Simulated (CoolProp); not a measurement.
Model: reference Helmholtz-energy equation of state, Wagner 2002, in CoolProp.

**Question.** For water, give the phase and the cp (kJ/(kg K)), cv (kJ/(kg K)), viscosity (µPa s), conductivity (mW/(m K)) at 669.4 K and 100 MPa; 793 K and 100 MPa.

**Answer.** 
- 669.4 K and 100 MPa: supercritical; cp 4.87, cv 2.80, viscosity 85.4, conductivity 550
- 793 K and 100 MPa: supercritical; cp 5.61, cv 2.63, viscosity 62.8, conductivity 380

Viscosity comes from a separate model (Huber 2009). Thermal conductivity comes from a separate model (Huber 2012).
